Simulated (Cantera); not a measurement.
A closed system holds: 1 mol CO2, 4.4 mol H2O, 0.041 mol O2, at 2298 K and 32.0 bar.

Equilibrium computed with Cantera from the NASA thermochemical tables; the gas is ideal and each condensed phase is pure. Candidate condensed phases: C, C6H6, C7H8, C8H18, H2O; 110 gas species. The ideal-gas law is rough above about 30 bar. The numbers say what is thermodynamically allowed, not how fast it happens.

Base state: H2O 0.800, CO2 0.179, O2 0.00978, OH 0.00402, CO 0.00368, H2 0.00293, H 9.17e-5, O 8.58e-5 (mole fractions); condensed: gas only.

Question: What changes in the equilibrium state with this change: CO2 replaced by NF3?

Answer: 
| species | before | after |
|---|---|---|
| HF | 0 | 0.416 |
| H2O | 0.800 | 0.400 |
| O2 | 0.00978 | 0.107 |
| CO2 | 0.179 | 0 |
| N2 | 0 | 0.0678 |
| CO | 0.00368 | 0 |
| NO | 0 | 0.00327 |
| F | 0 | 3.95e-5 |
| H2F2 | 0 | 3.64e-5 |
